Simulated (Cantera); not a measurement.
## CH₃SiH₃ + HCl + H₂ + C₃H₈ (silicon carbide growth)

A closed system holds: 1 mol CH₃SiH₃, 0.25 mol HCl, 26 mol H₂, 0.014 mol C₃H₈, held at 97.5 Torr.

Cantera equilibrium calculation (NASA polynomials, part measured and part estimated; ideal gas, pure solids and liquids). Candidate condensed phases: C, C₆H₆, C₇H₈, C₈H₁₈, Si, SiC; 109 gas species. The feed counts by its element totals alone. The numbers say what is thermodynamically allowed, not how fast it happens.

```csv
T (K),log p H₂,log p HCl,log p H,log p CH₄,n C(graphite),n SiC(s)
1300,-0.89,-2.95,-6.40,-3.88,0.0126,1.000
1400,-0.89,-2.95,-5.76,-4.14,0.0257,1.000
1500,-0.89,-2.96,-5.20,-4.37,0.0319,1.000
1600,-0.89,-2.96,-4.71,-4.57,0.0343,1.000
1700,-0.89,-2.96,-4.28,-4.74,0.0337,1.000
1800,-0.89,-2.96,-3.89,-4.89,0.0291,1.000
1900,-0.89,-2.96,-3.55,-5.03,0.0180,1.000
2000,-0.89,-2.96,-3.23,-5.17,0,0.999
```
log p: log10 of the partial pressure in bar; n: condensed amount in mol.

From 1300 K to 1900 K the condensed part is C(graphite) + SiC(s). At 2000 K the condensed part is SiC(s). The main Si-bearing gas is SiCl₂ at 1300 K and Si at 2000 K.
